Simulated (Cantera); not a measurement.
An isothermal, constant-pressure homogeneous reactor starts with 13.8 % CH4, 86.2 % H2, at 1498 K and 1330 Pa.

Cantera simulation using GRI-Mech 3.0 (53 species, 325 reactions); the numbers are that mechanism's predictions, not measurements. GRI-Mech 3.0 stops at C3 and has no aromatics, soot or wall deposition, so with more carbon than oxygen in the feed, carbon stays in small species such as C2H2 where larger ones or solid carbon would form. Radical loss at walls, strong at low pressure, is not modelled.

Problem. Predict: x(CH4) at 10.0 s; x(H2) at 10.0 s; x(C2H4) at 10.0 s; x(C2H2) at 10.0 s; x(CH2) at 10.0 s.

Solution. 
```
Property                                              Result
-----------------  -----------------------------------------
x(CH4) at 10.0 s      0.0858 (gas-phase equilibrium 0.00255)
x(H2) at 10.0 s          0.891 (gas-phase equilibrium 0.938)
x(C2H4) at 10.0 s  0.000258 (gas-phase equilibrium 0.000213)
x(C2H2) at 10.0 s      0.0226 (gas-phase equilibrium 0.0593)
x(CH2) at 10.0 s     1.44e-8 (gas-phase equilibrium 1.02e-9)
```
